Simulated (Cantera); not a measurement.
# Thermodynamics of titanium nitride, carbide and oxide coatings, feed Ti(OiPr)4 + CH4

Feed: 1 mol Ti(OiPr)4, 3.9 mol CH4, at 1673.15 K and 133 Pa.

Equilibrium computed with Cantera from the NASA thermochemical tables; the gas is ideal and each condensed phase is pure. Candidate condensed phases: C, C6H6, C7H8, C8H18, H2O, Ti, TiC, TiO, TiO2, Ti2O3, Ti3O5, Ti4O7; 113 gas species. The feed counts by its element totals alone. TiC: taken at fixed stoichiometry. Equilibrium is a limit: real reactors are often held back by kinetics, nucleation or transport.

```yaml
x(H2): 0.842
x(CO): 0.155
x(H): 0.00287
x(C2H2 (acetylene)): 4.81e-5
x(CH4): 1.15e-6
n(C(graphite)): 10.9 mol
n(TiC(s)): 1.00 mol
gas_amount: 25.84 mol
log10 activity of Ti(β) (absent): -5.09
log10 activity of Ti2O3(s) (absent): -12.07
log10 activity of Ti3O5(s) (absent): -20.05
```
